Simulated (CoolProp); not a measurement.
Vapour-liquid equilibrium of n-octane (1) + p-xylene (2) at 271 kPa; x and y are mole fractions of (1).

Model: multi-fluid Helmholtz-energy mixture model, Beckmüller 2019 and Zhou 2012; pair parameters Bell 2016, in CoolProp.

| x | bubble temperature, mixture model (°C) | bubble temperature, Raoult's law (°C) | y, mixture model | y, Raoult's law |
|---|---|---|---|---|
| 0.05 | 177.9 | 178.6 | 0.076 | 0.067 |
| 0.15 | 175.5 | 177.0 | 0.208 | 0.193 |
| 0.25 | 173.5 | 175.4 | 0.323 | 0.312 |
| 0.35 | 171.8 | 173.9 | [?] | 0.423 |
| 0.45 | 170.4 | 172.5 | 0.520 | 0.527 |
| 0.55 | 169.1 | 171.1 | [?] | 0.625 |
| 0.65 | 168.1 | 169.7 | 0.697 | 0.717 |
| 0.75 | 167.1 | 168.4 | 0.784 | 0.804 |
| 0.85 | 166.3 | 167.1 | [?] | 0.886 |
| 0.95 | 165.6 | 165.8 | [?] | 0.963 |

Task: What belongs in the gaps?

Result: 
- 0.35, y, mixture model: 0.425
- 0.55, y, mixture model: 0.610
- 0.85, y, mixture model: 0.870
- 0.95, y, mixture model: 0.956

The largest gap from Raoult's law is -2.1 K in bubble temperature, at x = 0.35. No azeotrope shows between x = 0.05 and 0.95.

The pair parameters rest on a limited set of measurements; away from them the model extrapolates.
